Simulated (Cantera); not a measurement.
**Gas-phase reforming**

An isothermal, constant-pressure homogeneous reactor starts with CH₄ : H₂O = 1 : 0.33 (molar parts), at 2050 K and 500000 Pa.

Cantera simulation using GRI-Mech 3.0 (53 species, 325 reactions); the numbers are that mechanism's predictions, not measurements. GRI-Mech 3.0 stops at C3 and has no aromatics, soot or wall deposition, so with more carbon than oxygen in the feed, carbon stays in small species such as C2H2 where larger ones or solid carbon would form.

```
t (s)      x CH₄     x H₂O    x HCO    x H₂O₂       x O    x C₂H     x CO₂
--------  ------  --------  -------  --------  --------  -------  --------
2.00e-5    0.348     0.195  3.85e-7  5.96e-11   1.48e-8  2.69e-6   6.50e-6
5.79e-5    0.191     0.166  1.78e-7  3.95e-11   8.86e-9  4.28e-6   3.75e-5
0.000168  0.0915     0.146  8.80e-8  2.98e-11   6.65e-9  5.05e-6  0.000178
0.000486  0.0420     0.125  5.92e-8  2.22e-11   5.55e-9  5.27e-6  0.000612
0.00141   0.0254    0.0932  7.53e-8  1.22e-11   4.29e-9  4.86e-6   0.00123
0.00408   0.0194    0.0489  1.19e-7  3.16e-12   2.36e-9  4.01e-6   0.00121
0.0118    0.0144    0.0118  1.61e-7    <1e-12  6.00e-10  3.33e-6  0.000398
0.0343    0.0126  0.000360  1.76e-7    <1e-12  1.87e-11  3.13e-6   1.31e-5
0.0993    0.0125   3.59e-6  1.76e-7    <1e-12    <1e-12  3.12e-6   1.29e-7
0.288     0.0125   3.58e-6  1.76e-7    <1e-12    <1e-12  3.12e-6   1.28e-7
0.834     0.0125   3.58e-6  1.76e-7    <1e-12    <1e-12  3.12e-6   1.28e-7
2.42      0.0125   3.58e-6  1.76e-7    <1e-12    <1e-12  3.12e-6   1.28e-7
7.00      0.0125   3.58e-6  1.76e-7    <1e-12    <1e-12  3.12e-6   1.28e-7
```
x: mole fraction; the columns are a selection and need not sum to one.

Equilibrium at this temperature and pressure: CH₄ 0.0125, H₂O 3.60e-6, HCO 1.76e-7, H₂O₂ <1e-12, O <1e-12, C₂H 3.12e-6, CO₂ 1.29e-7 (gas phase only).
